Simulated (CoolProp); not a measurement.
Propane along the isobar 3.79 MPa: fugacity coefficient from the reference equation and from simpler models built on Tc = 96.7 °C, pc = 4.251 MPa, ω = 0.152; each cubic takes its own stable root.

Values from CoolProp's reference Helmholtz-energy equation of state, Lemmon 2009.

| T (°C) | phase | reference |
|---|---|---|
| 92.55 | gas | 0.6899 |
| 110.75 | gas | 0.7402 |
| 128.85 | gas | 0.7779 |
| 147.05 | gas | 0.8086 |
| 165.25 | gas | 0.8341 |
| 183.35 | gas | 0.8554 |
| 201.55 | gas | 0.8737 |
| 219.75 | gas | 0.8895 |
| 237.85 | gas | 0.9031 |
| 256.05 | gas | 0.9150 |
| 274.15 | gas | 0.9254 |
| 292.35 | gas | 0.9346 |
| 310.55 | gas | 0.9428 |
| 328.65 | gas | 0.9500 |
| 346.85 | gas | 0.9564 |

Problem. How far does each simpler model (van der Waals, Redlich-Kwong, Soave-Redlich-Kwong) lie from the reference over these 15 states: mean and median of the absolute difference, and the worst?

Solution. 
- van der Waals: mean 1.8 %, median 1.9 %, worst +5.0 % at 92.55 °C and 3.79 MPa
- Redlich-Kwong: mean 1.0 %, median 1.1 %, worst -1.2 % at 346.85 °C and 3.79 MPa
- Soave-Redlich-Kwong: mean 0.6 %, median 0.6 %, worst +0.9 % at 346.85 °C and 3.79 MPa
